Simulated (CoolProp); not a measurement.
Values from CoolProp's reference Helmholtz-energy equation of state, Gao 2020.

**Question.** For ammonia, give the phase and the Joule-Thomson coefficient (K/MPa), Prandtl number at 725 K and 7140 kPa; 725 K and 35700 kPa.

**Answer.** 
- 725 K and 7140 kPa: gas; Joule-Thomson coefficient 1.92, Prandtl number 0.969
- 725 K and 35700 kPa: supercritical; Joule-Thomson coefficient 1.38, Prandtl number 0.990

Viscosity comes from a separate model (Fenghour 1995). Thermal conductivity comes from a separate model (Tufeu 1984).
